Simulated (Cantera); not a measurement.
Feed: 1 mol C, 3.5 mol CO2, held at 702 °C.

Equilibrium computed with Cantera from the NASA thermochemical tables; the gas is ideal and each condensed phase is pure. Candidate condensed phases: C; 12 gas species. The ideal-gas law is rough above about 30 bar. Equilibrium is a limit: real reactors are often held back by kinetics, nucleation or transport.

Task: Which condensed phases are stable at each of these points (P (Pa)): 10, 100, 1000, 10000, 100000, 1000000, 10000000?

Result: 
| P (Pa) | condensed phases | C condensed (%) |
|---|---|---|
| 10 | gas only | 0.0 |
| 100 | gas only | 0.0 |
| 1000 | gas only | 0.0 |
| 10000 | gas only | 0.0 |
| 100000 | gas only | 0.0 |
| 1000000 | C(graphite) | 9.8 |
| 10000000 | C(graphite) | 18.3 |

From 10.0 Pa to 1.00 bar nothing is condensed. From 10.0 bar to 100 bar the condensed part is C(graphite).
